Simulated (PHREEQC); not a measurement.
Make-up at 25 °C: 0.056 mol H3AsO4, 0.0032 mol H3PO4 and 0.095 mol CaCl2 per kg of water. Closed to the air; pH follows from the charge balance.

All values are PHREEQC results (ion-association model, wateq4f.dat), not measurements.

Precipitation was switched off in this run.

### Question
What pH, activity of water does the model give?

### Answer
pH 1.81; activity of water 0.994.

### Question
In which forms is P present?

### Answer
H3PO4 47 %, H2PO4- 31 %, CaH2PO4+ 22 % of the P.

H3PO4, which wateq4f.dat lacks, is added to it with the constant of phreeqc.dat. The database has no arsenate complexes of Ca.
